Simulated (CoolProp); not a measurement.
The numbers come from the reference Helmholtz-energy equation of state, Lemmon 2005 in CoolProp.

### Question
For R125, give the phase and the cp (kJ/(kg K)), speed of sound (m/s), viscosity (µPa s) at 27.25 °C and 1.01 bar; 56.15 °C and 1.01 bar; 94.75 °C and 1.01 bar.

### Answer
- 27.25 °C and 1.01 bar: gas; cp 0.800, speed of sound 149, viscosity 13.1
- 56.15 °C and 1.01 bar: gas; cp 0.842, speed of sound 156, viscosity 14.3
- 94.75 °C and 1.01 bar: gas; cp 0.895, speed of sound 165, viscosity 15.8

Viscosity comes from a separate model (Huber 2006).
